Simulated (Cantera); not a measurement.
Mixture: CH₄ : C₂H₆ : C₃H₈ : O₂ : N₂ : CO₂ = 1 : 0.28 : 0.053 : 1.47 : 5.55 : 0.57 (molar parts), equivalence ratio 2.2, at 975 Torr, adiabatic and at constant volume. Ignition delay is the time to a rise of 400 K.

Model: GRI-Mech 3.0 (53 species, 325 reactions), integrated in Cantera.

Problem. What does this change do: pressure from 975 Torr to 7500 Torr?

Solution. 
| quantity | before | after |
|---|---|---|
| delay at 1000 K | 68.6 ms | 14.2 ms |
| delay at 1100 K | 9.99 ms | 2.30 ms |
| delay at 1200 K | 2.13 ms | 0.523 ms |
| delay at 1300 K | 0.664 ms | 0.161 ms |
| delay at 1400 K | 0.260 ms | 61.9 µs |
| delay at 1500 K | 0.116 ms | 27.4 µs |
| delay at 1600 K | 57.5 µs | 13.3 µs |
| apparent activation energy between 1400 and 1600 K | 140 kJ/mol | 140 kJ/mol |

Problem. What does this change do: constant pressure in place of constant volume?

Solution. 
```json
[
 {"quantity": "delay at 1000 K", "before": "68.6 ms", "after": "72.2 ms"},
 {"quantity": "delay at 1100 K", "before": "9.99 ms", "after": "10.6 ms"},
 {"quantity": "delay at 1200 K", "before": "2.13 ms", "after": "2.32 ms"},
 {"quantity": "delay at 1300 K", "before": "0.664 ms", "after": "0.745 ms"},
 {"quantity": "delay at 1400 K", "before": "0.260 ms", "after": "0.299 ms"},
 {"quantity": "delay at 1500 K", "before": "0.116 ms", "after": "0.137 ms"},
 {"quantity": "delay at 1600 K", "before": "57.5 µs", "after": "69.8 µs"},
 {"quantity": "apparent activation energy between 1400 and 1600 K", "before": "140 kJ/mol", "after": "140 kJ/mol"}
]
```
